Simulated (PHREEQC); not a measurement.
3.5 g of hydrous ferric oxide (600 m²/g; 0.2 weak and 0.005 strong sites per Fe, Dzombak-Morel constants, diffuse double layer) in 1 kg of water with 0.05 mol/kgw of an inert sodium salt and 0.0089 mol BaCl2, at 25 °C; the pH is set by adding NaOH or the inert anion's acid. O2 is buffered at 0.21 atm. CO2 from the air is kept out. No solid was allowed to form.

Model: ion-association model, wateq4f.dat, run in PHREEQC.

Problem. Predict surface charge σ (C/m²) at pH = 4.38, 4.75, 5.12.

Solution. 
```csv
pH,surface charge σ (C/m²)
4.38,0.275
4.75,0.232
5.12,0.189
```
